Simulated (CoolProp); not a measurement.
The numbers come from the reference Helmholtz-energy equation of state, Thol 2019 in CoolProp.

**Question.** Give the vapour pressure (kPa), vapour Z, surface tension (mN/m), liquid conductivity (mW/(m K)) of saturated n-pentane at 430.8 K.

**Answer.** 
| T (K) | p (kPa) | vapour Z | surface tension (mN/m) | liquid conductivity (mW/(m K)) |
|---|---|---|---|---|
| 430.8 | 1820 | 0.658 | 2.37 | 75.3 |

Thermal conductivity comes from a separate model (Vassiliou 2015). Surface tension comes from a separate correlation (Mulero 2012).
